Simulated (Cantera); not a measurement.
What does this Cantera script print?

```python
import numpy as np
import cantera as ct

gas = ct.Solution("gri30.yaml")
gas.TPX = 1400, 1000000, {'CH4': 1, 'H2O': 3.2}
inlet = ct.Reservoir(gas, clone=True)

reactor = ct.IdealGasConstPressureReactor(gas, energy="off", clone=False)
exhaust = ct.Reservoir(gas, clone=True)
tau = [9.5, 2.9, 0.87, 0.26, 0.079, 0.024, 0.0072, 0.0022][0]
for a, b in ((inlet, reactor), (reactor, exhaust)):
    ct.MassFlowController(a, b, mdot=lambda t: reactor.mass / tau)
net = ct.ReactorNet([reactor])
show = ['CH4', 'H2O', 'C2H2', 'CH2', 'OH', 'CH2O', 'CH3']

rows = []
print(f"{'tau/s':>10s}{'T/K':>9s}" + "".join(f"{s:>11s}" for s in show))
for tau in [9.5, 2.9, 0.87, 0.26, 0.079, 0.024, 0.0072, 0.0022]:
    net.initial_time = 0.0
    net.advance(30 * tau)
    before = gas.X
    net.advance(40 * tau)
    drift = np.max(np.abs(gas.X - before) / (gas.X + 1e-9))
    rows.append([gas.T, *gas[show].X, drift])
    print(f"{tau:10.3e}{gas.T:9.1f}" + "".join(f"{x:11.3e}" for x in gas[show].X))
```

Result:

```
     tau/s      T/K        CH4        H2O       C2H2        CH2         OH       CH2O        CH3
 9.500e+00   1400.0  1.517e-01  6.429e-01  7.114e-03  6.520e-11  4.819e-08  9.852e-07  1.146e-05
 2.900e+00   1400.0  1.557e-01  6.821e-01  1.203e-02  1.093e-10  5.409e-08  1.517e-06  1.245e-05
 8.700e-01   1400.0  1.702e-01  7.149e-01  1.417e-02  1.329e-10  5.386e-08  2.159e-06  1.294e-05
 2.600e-01   1400.0  2.016e-01  7.404e-01  9.325e-03  1.057e-10  5.323e-08  2.752e-06  1.463e-05
 7.900e-02   1400.0  2.238e-01  7.546e-01  3.274e-03  6.439e-11  5.631e-08  2.929e-06  1.688e-05
 2.400e-02   1400.0  2.335e-01  7.602e-01  5.467e-04  4.039e-11  5.634e-08  2.461e-06  1.748e-05
 7.200e-03   1400.0  2.368e-01  7.616e-01  3.874e-05  2.948e-11  5.075e-08  1.300e-06  1.590e-05
 2.200e-03   1400.0  2.377e-01  7.619e-01  1.481e-06  2.014e-11  4.248e-08  3.451e-07  1.332e-05
```

Detailed kinetics in Cantera: GRI-Mech 3.0 (53 species, 325 reactions).
